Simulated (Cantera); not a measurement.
**Equilibrium for hydrogen reduction and annealing atmospheres: V₂O₃ + H₂ + H₂O**

Charge: 1 mol V₂O₃, 340 mol H₂, 0.83 mol H₂O, at 825 K and 180 Pa.

Method: chemical equilibrium by Gibbs-energy minimisation in Cantera with the NASA 1993 tables (ideal gas, pure condensed phases). Candidate condensed phases: H₂O, V, VO, V₂O₃, V₂O₄, V₂O₅; 12 gas species. Condensed phases not in the tables: the oxides between V₂O₃ and V₂O₅ other than VO₂. Equilibrium is a limit: real reactors are often held back by kinetics, nucleation or transport.

The x(H₂) is 0.998 and the x(H₂O) is 0.00244. The n(V₂O₃(s)) comes out as 1.00 mol and the gas amount comes out as 340.8 mol. The log10 activity of V(s) (absent) is -8.68 and the log10 activity of V₂O₅(s) (absent) is -18.76.
